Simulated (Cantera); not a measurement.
A Cantera script and what it prints.

```python
import numpy as np
import cantera as ct

gas_names = [...]  # 95 gases of nasa_gas.yaml made of C, F, H
cond_names = """
    C(gr) C6H6(L) C7H8(L) C8H18(L),n-octa
""".split()


# ... load() reads the species with a 1 bar reference pressure and builds the phases ...
atoms = {
    'CH2F2': {'C': 1, 'H': 2, 'F': 2},
    'F2': {'F': 2},
    'H2': {'H': 2},
}
top_T = {'C(gr)': 4500}  # K; cautious upper limits of use, not melting points


# ... equilibrate(T, P, feed) seeds the gas with the atoms and calls Mixture.equilibrate('TP', solver="vcs", rtol=1e-11, max_steps=5000) ...
results = []
feed = {'CH2F2': 1, 'F2': 0.027, 'H2': 4.4}  # mol
T = 1075  # K
P = 4.4  # Pa
mix = equilibrate(T, P, feed)
results.append((T, P, feed, dict(zip(mix.species_names, mix.species_moles))))
x = sorted(zip(gas.X, gas.species_names), reverse=True)
print(f"T = {T:g} K  P = {P:g} Pa  gas = {mix.phase_moles(0):.4g} mol")
print("   x: " + "  ".join(f"{s} {v:.3e}" for v, s in x if v > 1e-05))
print("   condensed (mol): " + ("  ".join(f"{mix.phase(i).name} {mix.phase_moles(i):.4g}"
      for i in range(1, mix.n_phases) if mix.phase_moles(i) > 1e-12) or "none"))
```

Output:

```
T = 1075 K  P = 4.4 Pa  gas = 6.427 mol
   x: H2 6.804e-01  HF 3.196e-01
   condensed (mol): C(gr) 1
```

Method: chemical equilibrium by Gibbs-energy minimisation in Cantera with the NASA 1993 tables (ideal gas, pure condensed phases).
